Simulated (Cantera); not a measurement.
An isothermal, constant-pressure homogeneous reactor starts with 0.968 % CH4, 96.8 % H2, 2.23 % CO2, at 1973 K and 0.0671 atm.

Detailed kinetics in Cantera: GRI-Mech 3.0 (53 species, 325 reactions).

One state of this run: x CH4 = 0.00485; x H2 = 0.944; x CO2 = 0.000124; x C2H6 = 2.21e-7; x H = 0.00455; x C2H2 = 0.00200; x CH3 = 0.000462. x: mole fraction; the columns are a selection and need not sum to one.

**Question.** Which value of t (s) does it belong to?
A) 3.63
B) 0.00835
C) 0.0230
D) 0.00110

**Answer.** C, 0.0230
